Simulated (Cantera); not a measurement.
Cantera with NASA thermochemical tables; ideal gases at 1 bar, condensed phases pure. Values are per mole of reaction as written; species without (g) are pure solids or liquids, kept so even where they would boil at 1 bar. TaC: taken at fixed stoichiometry.

### Question
Between 1525 and 2325 K, where is each reaction favourable under standard conditions?
- 3 Ta + 3 HCN(g) → NH3(g) + 3 TaC + N2(g)

### Answer
- 3 Ta + 3 HCN(g) → NH3(g) + 3 TaC + N2(g): ΔG° is -551 kJ at 1525 K and -384 kJ at 2325 K; it stays negative (K > 1). ΔH° is -863 kJ and ΔS° -206 J/K at 2325 K.
